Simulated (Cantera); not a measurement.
**Hydrocarbon pyrolysis for carbon deposition**

A perfectly stirred reactor is fed with 0.552 % C2H6, 99.4 % N2, at 101000 Pa; it is held at 1525 K, and followed from long to short residence time.

Model: GRI-Mech 3.0 (53 species, 325 reactions), integrated in Cantera. GRI-Mech 3.0 stops at C3 and has no aromatics, soot or wall deposition, so with more carbon than oxygen in the feed, carbon stays in small species such as C2H2 where larger ones or solid carbon would form.

```
τ (s)      x C2H6    x C2H2    x HCN    x CH2      x H     x CH3
-------  --------  --------  -------  -------  -------  --------
12        1.02e-6   0.00487  7.63e-7  1.71e-9  2.70e-6   6.95e-6
3.0       3.52e-6   0.00460  5.59e-7  3.93e-9  3.17e-6   1.27e-5
0.81      1.04e-5   0.00442  5.11e-7  9.26e-9  4.32e-6   2.13e-5
0.21      2.85e-5   0.00432  5.47e-7  2.31e-8  6.85e-6   3.44e-5
0.056     7.19e-5   0.00419  6.12e-7  5.59e-8  1.14e-5   5.30e-5
0.015    0.000179   0.00383  6.58e-7  1.31e-7  1.83e-5   8.14e-5
0.0040   0.000463   0.00298  6.46e-7  2.90e-7  2.65e-5  0.000130
0.0010    0.00131   0.00149  5.40e-7  5.81e-7  3.18e-5  0.000221
0.00028   0.00295  0.000350  3.55e-7  7.83e-7  2.95e-5  0.000323
```
x: mole fraction; the columns are a selection and need not sum to one.
